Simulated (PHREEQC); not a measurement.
Make-up at 79 °C: 33 mmol/kgw Ba(NO3)2, 0.049 mmol/kgw HCl and 48 mmol/kgw NaCl. Closed to the air; pH follows from the charge balance.

All values are PHREEQC results (ion-association model, phreeqc.dat), not measurements.

Precipitation was switched off in this run.

Estimate the pH, density.

pH 4.41; density 0.981 g/cm³.

Constants without temperature data keep their 25 °C values here.
